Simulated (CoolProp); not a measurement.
Vapour-liquid equilibrium of R134a (1) + cyclopropane (2) at 1.73 MPa; x and y are mole fractions of (1).

Model: multi-fluid Helmholtz-energy mixture model, Tillner-Roth 1994 and Polt 1992; pair parameters Bell 2016, in CoolProp. This equation is an older, rougher fit; its heat capacities, sound speeds and derivatives of the liquid may be far off and weren't checked against measurements.

```json
[
 {"x": "0.05", "bubble temperature (K)": "330.9", "y at the bubble point": "0.099", "dew temperature at overall composition x (K)": "332.7", "liquid density (mol/L)": "13.09"},
 {"x": "0.125", "bubble temperature (K)": "327.3", "y at the bubble point": "0.208", "dew temperature at overall composition x (K)": "330.0", "liquid density (mol/L)": "12.83"},
 {"x": "0.2", "bubble temperature (K)": "325.1", "y at the bubble point": "0.286", "dew temperature at overall composition x (K)": "327.6", "liquid density (mol/L)": "12.55"},
 {"x": "0.275", "bubble temperature (K)": "323.7", "y at the bubble point": "0.347", "dew temperature at overall composition x (K)": "325.4", "liquid density (mol/L)": "12.27"},
 {"x": "0.35", "bubble temperature (K)": "322.9", "y at the bubble point": "0.397", "dew temperature at overall composition x (K)": "323.7", "liquid density (mol/L)": "12.00"},
 {"x": "0.425", "bubble temperature (K)": "322.6", "y at the bubble point": "0.443", "dew temperature at overall composition x (K)": "322.7", "liquid density (mol/L)": "11.75"},
 {"x": "0.5", "bubble temperature (K)": "322.6", "y at the bubble point": "0.487", "dew temperature at overall composition x (K)": "322.6", "liquid density (mol/L)": "11.52"},
 {"x": "0.575", "bubble temperature (K)": "322.9", "y at the bubble point": "0.534", "dew temperature at overall composition x (K)": "323.4", "liquid density (mol/L)": "11.32"},
 {"x": "0.65", "bubble temperature (K)": "323.5", "y at the bubble point": "0.585", "dew temperature at overall composition x (K)": "324.8", "liquid density (mol/L)": "11.13"},
 {"x": "0.725", "bubble temperature (K)": "324.7", "y at the bubble point": "0.645", "dew temperature at overall composition x (K)": "326.5", "liquid density (mol/L)": "10.96"},
 {"x": "0.8", "bubble temperature (K)": "326.3", "y at the bubble point": "0.717", "dew temperature at overall composition x (K)": "328.5", "liquid density (mol/L)": "10.78"},
 {"x": "0.875", "bubble temperature (K)": "328.7", "y at the bubble point": "0.805", "dew temperature at overall composition x (K)": "330.7", "liquid density (mol/L)": "10.60"},
 {"x": "0.95", "bubble temperature (K)": "331.8", "y at the bubble point": "0.914", "dew temperature at overall composition x (K)": "332.9", "liquid density (mol/L)": "10.40"}
]
```

y crosses x between x = 0.425 and 0.5: the model has an azeotrope there.

Pair parameters are fitted to limited data, so mixtures are less certain than the pure fluids.
